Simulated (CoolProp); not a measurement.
Saturation properties of nitrous oxide (Tc = 36.4 °C, pc = 7.245 MPa, ω = 0.161).

Model: reference Helmholtz-energy equation of state, Lemmon 2006, in CoolProp. It is a short technical equation, of lower accuracy than the large ones.

```json
[
 {"T (°C)": "-71.85", "p (MPa)": "0.2492", "liquid density (kg/m³)": "1180", "liquid cp (kJ/(kg K))": "1.739", "vapour Z": "0.9502"},
 {"T (°C)": "-64.05", "p (MPa)": "0.3595", "liquid density (kg/m³)": "1156", "liquid cp (kJ/(kg K))": "1.756", "vapour Z": "0.9356"},
 {"T (°C)": "-56.25", "p (MPa)": "0.5036", "liquid density (kg/m³)": "1131", "liquid cp (kJ/(kg K))": "1.778", "vapour Z": "0.9186"},
 {"T (°C)": "-48.45", "p (MPa)": "0.6875", "liquid density (kg/m³)": "1104", "liquid cp (kJ/(kg K))": "1.806", "vapour Z": "0.8990"},
 {"T (°C)": "-40.75", "p (MPa)": "[?]", "liquid density (kg/m³)": "1077", "liquid cp (kJ/(kg K))": "1.840", "vapour Z": "0.8771"},
 {"T (°C)": "-32.95", "p (MPa)": "1.196", "liquid density (kg/m³)": "1049", "liquid cp (kJ/(kg K))": "1.884", "vapour Z": "0.8522"},
 {"T (°C)": "-25.15", "p (MPa)": "1.536", "liquid density (kg/m³)": "1019", "liquid cp (kJ/(kg K))": "1.940", "vapour Z": "0.8243"},
 {"T (°C)": "-17.35", "p (MPa)": "1.943", "liquid density (kg/m³)": "987.0", "liquid cp (kJ/(kg K))": "2.011", "vapour Z": "0.7933"},
 {"T (°C)": "-9.55", "p (MPa)": "[?]", "liquid density (kg/m³)": "952.9", "liquid cp (kJ/(kg K))": "2.106", "vapour Z": "0.7586"},
 {"T (°C)": "-1.85", "p (MPa)": "2.977", "liquid density (kg/m³)": "[?]", "liquid cp (kJ/(kg K))": "2.234", "vapour Z": "0.7203"},
 {"T (°C)": "5.95", "p (MPa)": "3.626", "liquid density (kg/m³)": "875.5", "liquid cp (kJ/(kg K))": "2.426", "vapour Z": "0.6764"},
 {"T (°C)": "13.75", "p (MPa)": "4.374", "liquid density (kg/m³)": "828.9", "liquid cp (kJ/(kg K))": "2.742", "vapour Z": "0.6255"},
 {"T (°C)": "21.55", "p (MPa)": "[?]", "liquid density (kg/m³)": "772.9", "liquid cp (kJ/(kg K))": "3.370", "vapour Z": "0.5642"}
]
```

Question: Fill in the missing entries.

Answer: 
- -40.75, p (MPa): 0.9141
- -9.55, p (MPa): 2.423
- -1.85, liquid density (kg/m³): 916.4
- 21.55, p (MPa): 5.233

It boils at -88.5 °C under 1 atm.
